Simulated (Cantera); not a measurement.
Input: 1 mol PbO, 0.35 mol H₂, 6.6 mol N₂, at 4.20 bar.

These are equilibrium values from Cantera (NASA tables, ideal gas, pure condensed phases), not measurements of a reactor. Candidate condensed phases: H₂O, Pb, PbO, PbO₂, Pb₃O₄; 27 gas species. Mutual solubility and eutectic melting of coexisting phases are not modelled. The numbers say what is thermodynamically allowed, not how fast it happens. All values below are at 1125 K.

Base state: N₂ 0.950, H₂O 0.0503, Pb 4.51e-5, H₂ 1.12e-5 (mole fractions); condensed: Pb(l) + PbO(yellow).

Task: What changes in the equilibrium state with this change: 0.012 mol CH₄ added?

Result: 
```csv
species,before,after
N₂,0.950,0.945
H₂O,0.0503,0.0535
CO₂,0,0.00172
Pb,4.51e-5,4.51e-5
H₂,1.12e-5,1.19e-5
"Pb(l), mol",0.350,0.398
"PbO(yellow), mol",0.650,0.602
```
Further candidate phases: C, C₆H₆, C₇H₈, C₈H₁₈.
